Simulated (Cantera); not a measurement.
Input (Python, Cantera) and output of one run.

```python
import numpy as np
import cantera as ct

gas_names = """
    F FO FO2 F2 F2O N NF NF2 NF3 NO NO2 NO3 N2 N2O O O2 O3
""".split()
cond_names = """

""".split()


def load(file, names, dense=False):
    # The tables refer to 1 bar. Condensed volumes are neglected.
    table = {s.name: s for s in ct.Species.list_from_file(file)}
    out = []
    for n in names:
        d = dict(table[n].input_data)
        d["thermo"] = dict(d["thermo"], **{"reference-pressure": 1e5})
        if dense:
            d["equation-of-state"] = {"model": "constant-volume", "density": "1e6 g/cm^3"}
        out.append(ct.Species.from_dict(d))
    return out


gas = ct.Solution(thermo="ideal-gas", species=load("nasa_gas.yaml", gas_names))
cond = {s.name: ct.Solution(thermo="fixed-stoichiometry", species=[s], name=s.name)
        for s in load("nasa_condensed.yaml", cond_names, dense=True)}
atoms = {
    'NF3': {'N': 1, 'F': 3},
    'O2': {'O': 2},
    'N2': {'N': 2},
}
top_T = {}  # K; cautious upper limits of use, not melting points


def equilibrate(T, P, feed):
    n = {}
    for name, mol in feed.items():
        for a, k in atoms[name].items():
            n[a] = n.get(a, 0.0) + k * mol
    gas.TPX = T, P, n
    mass = sum(n.values()) * gas.mean_molecular_weight
    gas.equilibrate("TP")
    valid = [c for c in cond.values() if c.min_temp <= T <= top_T.get(c.name, c.max_temp)]
    mix = ct.Mixture([(gas, mass / gas.mean_molecular_weight)] + [(c, 0.0) for c in valid])
    mix.T, mix.P = T, P
    mix.equilibrate("TP", solver="vcs", rtol=1e-11, max_steps=5000)
    return mix


results = []
feed = {'NF3': 1, 'O2': 0.71, 'N2': 0.82}  # mol
T = 2175  # K
P = 13332.2  # Pa
mix = equilibrate(T, P, feed)
results.append((T, P, feed, dict(zip(mix.species_names, mix.species_moles))))
x = sorted(zip(gas.X, gas.species_names), reverse=True)
print(f"T = {T:g} K  P = {P:g} Pa  gas = {mix.phase_moles(0):.4g} mol")
print("   x: " + "  ".join(f"{s} {v:.3e}" for v, s in x if v > 0.0001))
print("   condensed (mol): " + ("  ".join(f"{mix.phase(i).name} {mix.phase_moles(i):.4g}"
      for i in range(1, mix.n_phases) if mix.phase_moles(i) > 1e-12) or "none"))
```

Output:

```
T = 2175 K  P = 13332.2 Pa  gas = 5.035 mol
   x: F 5.956e-01  N2 2.594e-01  O2 1.370e-01  NO 5.526e-03  O 2.335e-03
   condensed (mol): none
```

Cantera equilibrium calculation (NASA polynomials, part measured and part estimated; ideal gas, pure solids and liquids).
